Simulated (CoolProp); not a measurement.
Saturated liquid density (kg/m³) of fluorine: the reference equation beside estimates from Tc = 144.4 K, pc = 5.240 MPa, ω = 0.045.

Model: reference Helmholtz-energy equation of state, de Reuck 1990, in CoolProp.

```json
[
 {"T (K)": "93.6", "reference": "1440", "van der Waals": "987.2", "Redlich-Kwong": "1444", "Soave-Redlich-Kwong": "1437", "Peng-Robinson": "1624"},
 {"T (K)": "97.5", "reference": "1410", "van der Waals": "966.4", "Redlich-Kwong": "1407", "Soave-Redlich-Kwong": "1402", "Peng-Robinson": "1586"},
 {"T (K)": "101.5", "reference": "1378", "van der Waals": "944.0", "Redlich-Kwong": "1368", "Soave-Redlich-Kwong": "1364", "Peng-Robinson": "1544"},
 {"T (K)": "105.4", "reference": "1345", "van der Waals": "921.0", "Redlich-Kwong": "1327", "Soave-Redlich-Kwong": "1324", "Peng-Robinson": "1500"},
 {"T (K)": "109.3", "reference": "1311", "van der Waals": "896.7", "Redlich-Kwong": "1283", "Soave-Redlich-Kwong": "1282", "Peng-Robinson": "1453"},
 {"T (K)": "113.3", "reference": "1275", "van der Waals": "870.2", "Redlich-Kwong": "1236", "Soave-Redlich-Kwong": "1236", "Peng-Robinson": "1401"},
 {"T (K)": "117.2", "reference": "1237", "van der Waals": "842.4", "Redlich-Kwong": "1186", "Soave-Redlich-Kwong": "1188", "Peng-Robinson": "1346"},
 {"T (K)": "121.2", "reference": "1194", "van der Waals": "811.7", "Redlich-Kwong": "1130", "Soave-Redlich-Kwong": "1133", "Peng-Robinson": "1284"},
 {"T (K)": "125.1", "reference": "1149", "van der Waals": "778.9", "Redlich-Kwong": "1071", "Soave-Redlich-Kwong": "1075", "Peng-Robinson": "1217"}
]
```

Absolute difference from the reference over all 9 rows, mean and median: van der Waals 31.7 and 31.6 %, Redlich-Kwong 2.7 and 2.1 %, Soave-Redlich-Kwong 2.7 and 2.2 %, Peng-Robinson 10.2 and 10.8 %.
